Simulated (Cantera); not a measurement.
Feed: 1 mol SiH2Cl2, 29 mol N2, at 1650 K and 0.440 bar.

These are equilibrium values from Cantera (NASA tables, ideal gas, pure condensed phases), not measurements of a reactor. Candidate condensed phases: NH4Cl, Si, Si3N4; 28 gas species. The tables' values for SiCl3 are old estimates; treat these amounts as uncertain. Rates play no part.

Base state: N2 0.936, HCl 0.0414, H2 0.0121, SiCl2 0.00712, SiCl3 0.00185, SiCl4 0.00106, SiHCl3 5.17e-5, Cl 4.05e-5 (mole fractions); condensed: Si3N4(s).

**Question.** What changes in the equilibrium state with this change: temperature from 1650 K to 1373.15 K?

**Answer.** 
| species | before | after |
|---|---|---|
| N2 | 0.936 | 0.939 |
| HCl | 0.0414 | 0.0467 |
| H2 | 0.0121 | 0.00961 |
| SiCl2 | 0.00712 | 0.000250 |
| SiCl4 | 0.00106 | 0.00429 |
| H | 1.50e-5 | 4.93e-7 |
| Cl | 4.05e-5 | 1.99e-6 |
| SiCl3 | 0.00185 | 0.000482 |
| SiHCl3 | 5.17e-5 | 5.58e-5 |
| Si3N4(s), mol | 0.231 | 0.282 |
N2 is the only nitrogen source here; it is nearly inert below about 1500 K, so the nitride shown seldom forms there in practice.

**Question.** What changes in the equilibrium state with this change: temperature from 1650 K to 1225 K?

**Answer.** 
```tsv
species	before	after
N2	0.936	0.939
HCl	0.0414	0.0458
H2	0.0121	0.0101
SiCl2	0.00712	1.41e-5
SiCl4	0.00106	0.00497
H	1.50e-5	4.73e-8
Cl	4.05e-5	1.84e-7
SiCl3	0.00185	9.40e-5
SiHCl3	5.17e-5	3.43e-5
Si3N4(s), mol	0.231	0.282
```
N2 is the only nitrogen source here; it is nearly inert below about 1500 K, so the nitride shown seldom forms there in practice.

**Question.** What changes in the equilibrium state with this change: N2 from 29 to 12 mol?

**Answer.** 
| species | before | after |
|---|---|---|
| N2 | 0.936 | 0.858 |
| HCl | 0.0414 | 0.0889 |
| H2 | 0.0121 | 0.0297 |
| SiCl2 | 0.00712 | 0.0141 |
| SiHCl3 | 5.17e-5 | 0.000220 |
| SiCl4 | 0.00106 | 0.00392 |
| SiCl3 | 0.00185 | 0.00502 |
| H | 1.50e-5 | 2.36e-5 |
| Si3N4(s), mol | 0.231 | 0.229 |
